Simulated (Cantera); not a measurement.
A closed system holds: 1 mol B2H6, 2.6 mol N2, held at 2098 K and 0.255 Torr.

These are equilibrium values from Cantera (NASA tables, ideal gas, pure condensed phases), not measurements of a reactor. Candidate condensed phases: B, BN; 15 gas species. The feed counts by its element totals alone. The tables' values for BH2 are old estimates; treat these amounts as uncertain. Rates play no part.

Base state: H2 0.449, N2 0.437, H 0.112, B 0.00185, BH2 0.000359, BH 3.72e-5, BN 1.94e-5 (mole fractions); condensed: B(s).

What changes in the equilibrium state with this change: 0.017 mol Cl2 added?


```json
[
 {"species": "H2", "before": "0.449", "after": "0.445"},
 {"species": "N2", "before": "0.437", "after": "0.435"},
 {"species": "H", "before": "0.112", "after": "0.111"},
 {"species": "BCl", "before": "0", "after": "0.00424"},
 {"species": "HCl", "before": "0", "after": "0.00123"},
 {"species": "Cl", "before": "0", "after": "0.000226"},
 {"species": "B(s), mol", "before": "1.99", "after": "1.96"}
]
```
The tables' values for BCl, BH2 are old estimates; treat these amounts as uncertain. Further candidate phases: NH4Cl.
